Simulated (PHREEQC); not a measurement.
Consider water at 70 °C with 0.0098 mol HF and 3.4e-05 mol NaF per kg of water. Closed to the air; pH follows from the charge balance.

The numbers come from PHREEQC with the ion-association model, wateq4f.dat.

| quantity | before | after |
|---|---|---|
| pH | 2.82 | 6.43 |
| ionic strength (mol/kgw) | 0.00162 | 3.44e-5 |
| HF (mol/kgw) | 0.00810 | 4.50e-8 |
| F- (mol/kgw) | 0.00156 | 3.39e-5 |
| NaF (mol/kgw) | 2.77e-8 | 6.54e-10 |

Q: Which change was made?
A) 0.00043 mol/kgw Pb(NO3)2 added
B) HF left out
C) diluted 2-fold with water
D) temperature from 70 to 10 °C
E) NaF replaced by NaHF2 at the same molality

A: B, HF left out

No solid was allowed to form. Constants without temperature data keep their 25 °C values here.
